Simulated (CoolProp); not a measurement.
Computed with CoolProp (reference Helmholtz-energy equation of state, Lemmon 2003). It is a pseudo-pure fit of the blend.

Question: For R507A, give the phase and the density (kg/m³), conductivity (mW/(m K)), fugacity coefficient at 337.7 K and 15.7 MPa; 364.7 K and 15.7 MPa; 486.5 K and 15.7 MPa.

Answer: 
- 337.7 K and 15.7 MPa: liquid; density 1020, conductivity 66.7, fugacity coefficient 0.222
- 364.7 K and 15.7 MPa: supercritical; density 925, conductivity 60.6, fugacity coefficient 0.315
- 486.5 K and 15.7 MPa: supercritical; density 491, conductivity 45.6, fugacity coefficient 0.705

Thermal conductivity comes from a separate model (Geller 2001).
